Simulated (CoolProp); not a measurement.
Vapour-liquid equilibrium of cyclohexane (1) + n-dodecane (2) at 175.25 °C; x and y are mole fractions of (1).

The numbers come from the multi-fluid Helmholtz-energy mixture model, Zhou 2014 and Lemmon 2004; pair parameters Bell 2016 in CoolProp.

| x | bubble pressure (MPa) | y at the bubble point | dew pressure at overall composition x (MPa) | liquid density (mol/L) |
|---|---|---|---|---|
| 0.05 | 0.06320 | 0.476 | 0.03584 | … |
| 0.125 | 0.1096 | 0.714 | 0.03882 | 3.961 |
| 0.2 | … | 0.816 | 0.04232 | 4.134 |
| 0.275 | 0.2130 | 0.872 | 0.04651 | 4.320 |
| 0.35 | 0.2701 | 0.907 | 0.05161 | 4.521 |
| 0.425 | 0.3308 | … | 0.05796 | 4.740 |
| 0.5 | 0.3949 | 0.949 | 0.06605 | 4.978 |
| 0.575 | 0.4622 | 0.962 | 0.07676 | 5.237 |
| 0.65 | … | 0.972 | 0.09159 | 5.520 |
| 0.725 | 0.6054 | 0.980 | 0.1135 | 5.832 |
| 0.8 | 0.6806 | 0.987 | 0.1491 | 6.174 |
| 0.875 | 0.7578 | 0.992 | … | 6.552 |
| 0.95 | 0.8365 | 0.997 | 0.4015 | 6.970 |

Some entries are withheld; supply them.


- 0.05, liquid density (mol/L): 3.801
- 0.2, bubble pressure (MPa): 0.1595
- 0.425, y at the bubble point: 0.931
- 0.65, bubble pressure (MPa): 0.5324
- 0.875, dew pressure at overall composition x (MPa): 0.2175

No azeotrope shows between x = 0.05 and 0.95.

The pair parameters rest on a limited set of measurements; away from them the model extrapolates.
